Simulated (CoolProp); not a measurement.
Vapour-liquid equilibrium of dimethyl ether (1) + R236FA (2) at 0.531 bar; x and y are mole fractions of (1).

Values from CoolProp's multi-fluid Helmholtz-energy mixture model, Wu 2011 and Pan 2012; pair parameters Bell 2016.

```
x     bubble temperature, mixture model (K)  bubble temperature, Raoult's law (K)  y, mixture model  y, Raoult's law
----  -------------------------------------  ------------------------------------  ----------------  ---------------
0.05                                  256.9                                 255.4             0.062            0.128
0.2                                   255.6                                 250.6             0.275            0.420
0.35                                  253.0                                 246.6             0.511            0.617
0.5                                   249.1                                 243.1             0.726            0.755
0.65                                  244.3                                 240.1             0.877            0.855
0.8                                   239.4                                 237.5             0.959            0.929
0.95                                  235.5                                 235.2             0.994            0.984
```

The largest gap from Raoult's law is +6.4 K in bubble temperature, at x = 0.35. No azeotrope shows between x = 0.05 and 0.95.

The pair parameters rest on a limited set of measurements; away from them the model extrapolates.
